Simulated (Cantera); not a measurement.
A perfectly stirred reactor is fed with CH4 : H2 = 0.013 : 1 (molar parts), at 0.0296 atm; it is held at 1725 K, and followed from long to short residence time.

Detailed kinetics in Cantera: GRI-Mech 3.0 (53 species, 325 reactions). GRI-Mech 3.0 stops at C3 and has no aromatics, soot or wall deposition, so with more carbon than oxygen in the feed, carbon stays in small species such as C2H2 where larger ones or solid carbon would form. Radical loss at walls, strong at low pressure, is not modelled.

Problem. What does this change do: pressure from 0.0296 atm to 0.132 atm?

Solution. 
```
quantity                  before     after
----------------------  --------  --------
x(CH4) at τ = 1.80 s     0.00613   0.00548
x(H2) at τ = 1.80 s        0.990     0.990
x(H) at τ = 1.80 s      0.000995  0.000500
x(CH3) at τ = 1.80 s    0.000125   5.60e-5
x(C2H6) at τ = 1.80 s    1.52e-7   1.26e-7
x(CH4) at τ = 57.0 ms     0.0123    0.0118
x(H2) at τ = 57.0 ms       0.987     0.987
x(H) at τ = 57.0 ms     0.000624  0.000463
x(CH3) at τ = 57.0 ms   0.000158  0.000112
x(C2H6) at τ = 57.0 ms   3.19e-7   5.16e-7
```

Problem. What does this change do: H2 1 to 0.12 parts?

Solution. 
| quantity | before | after |
|---|---|---|
| x(CH4) at τ = 1.80 s | 0.00613 | 0.0210 |
| x(H2) at τ = 1.80 s | 0.990 | 0.943 |
| x(H) at τ = 1.80 s | 0.000995 | 0.000908 |
| x(CH3) at τ = 1.80 s | 0.000125 | 0.000408 |
| x(C2H6) at τ = 1.80 s | 1.52e-7 | 1.70e-6 |
| x(CH4) at τ = 57.0 ms | 0.0123 | 0.0771 |
| x(H2) at τ = 57.0 ms | 0.987 | 0.912 |
| x(H) at τ = 57.0 ms | 0.000624 | 0.000673 |
| x(CH3) at τ = 57.0 ms | 0.000158 | 0.00115 |
| x(C2H6) at τ = 57.0 ms | 3.19e-7 | 1.57e-5 |

Problem. What does this change do: H2 1 to 2.5 parts?

Solution. 
| quantity | before | after |
|---|---|---|
| x(CH4) at τ = 1.80 s | 0.00613 | 0.00327 |
| x(H2) at τ = 1.80 s | 0.990 | 0.995 |
| x(H) at τ = 1.80 s | 0.000995 | 0.000996 |
| x(CH3) at τ = 1.80 s | 0.000125 | 6.62e-5 |
| x(C2H6) at τ = 1.80 s | 1.52e-7 | 4.29e-8 |
| x(CH4) at τ = 57.0 ms | 0.0123 | 0.00511 |
| x(H2) at τ = 57.0 ms | 0.987 | 0.994 |
| x(H) at τ = 57.0 ms | 0.000624 | 0.000404 |
| x(CH3) at τ = 57.0 ms | 0.000158 | 4.21e-5 |
| x(C2H6) at τ = 57.0 ms | 3.19e-7 | 2.77e-8 |
